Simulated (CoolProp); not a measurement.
Values from CoolProp's reference Helmholtz-energy equation of state, Gao 2022.

Question: Give the vapour pressure (MPa), liquid density (kg/m³), enthalpy of vaporisation (kJ/kg), liquid cp (kJ/(kg K)) of saturated n-perfluorohexane at 261.3, 287.6 K.

Answer: 
```tsv
T (K)	p (MPa)	liquid density (kg/m³)	enthalpy of vaporisation (kJ/kg)	liquid cp (kJ/(kg K))
261.3	0.00435	1780	102	0.989
287.6	0.0181	1710	95.8	1.03
```
